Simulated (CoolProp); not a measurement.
Properties of the fluoroketone C6F12O (FK-5-1-12) along the isotherm 226.85 °C (Tc = 168.7 °C, pc = 1869 kPa, ω = 0.471).

The numbers come from the reference Helmholtz-energy equation of state, McLinden 2015 in CoolProp.

```
p (kPa)          phase       Z  cv (kJ/(kg K))  expansivity (1/kK)
-------  -------------  ------  --------------  ------------------
59.1               gas  0.9930           1.039               2.054
105                gas  0.9876           1.039               2.097
187                gas  0.9779           1.040               2.177
332                gas  0.9605           1.042               2.328
591                gas  0.9292           1.044               2.634
1050               gas  0.8717           1.050               3.326
1870     supercritical  0.7602           1.062               5.337
3320     supercritical  0.5570           1.084               12.26
5910     supercritical  0.5321           1.075               6.557
10500    supercritical  0.7642           1.064               3.253
18700    supercritical   1.195           1.058               2.005
```
